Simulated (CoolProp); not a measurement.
n-perfluorobutane along the isotherm 273.4 K: Z from the reference equation and from simpler models built on Tc = 386.3 K, pc = 2.322 MPa, ω = 0.372; each cubic takes its own stable root.

Model: reference Helmholtz-energy equation of state, Gao 2022, in CoolProp.

```
p (MPa)   phase  reference
-------  ------  ---------
0.625    liquid    0.04114
1.25     liquid    0.08210
1.88     liquid     0.1232
2.5      liquid     0.1635
3.12     liquid     0.2037
3.75     liquid     0.2443
4.38     liquid     0.2848
5        liquid     0.3245
5.62     liquid     0.3641
6.25     liquid     0.4041
6.88     liquid     0.4441
7.5      liquid     0.4832
8.12     liquid     0.5223
8.75     liquid     0.5618
9.38     liquid     0.6013
10       liquid     0.6400
```

### Question
How far does each simpler model (van der Waals, Redlich-Kwong, Soave-Redlich-Kwong) lie from the reference over these 16 states: mean and median of the absolute difference, and the worst?

### Answer
- van der Waals: mean 55.3 %, median 54.5 %, worst +62.6 % at 273.4 K and 0.625 MPa
- Redlich-Kwong: mean 9.4 %, median 9.2 %, worst +12.1 % at 273.4 K and 0.625 MPa
- Soave-Redlich-Kwong: mean 4.6 %, median 4.5 %, worst +5.7 % at 273.4 K and 0.625 MPa
